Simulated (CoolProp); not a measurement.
Model: reference Helmholtz-energy equation of state, Lemmon 2006, in CoolProp. It is a short technical equation, of lower accuracy than the large ones.

Problem. For carbonyl sulfide, give the phase and the density (kg/m³), speed of sound (m/s), expansivity (1/kK), fugacity coefficient at 89.35 °C and 0.891 MPa.

Solution. 
- 89.35 °C and 0.891 MPa: gas; density 18.8, speed of sound 239, expansivity 3.29, fugacity coefficient 0.947
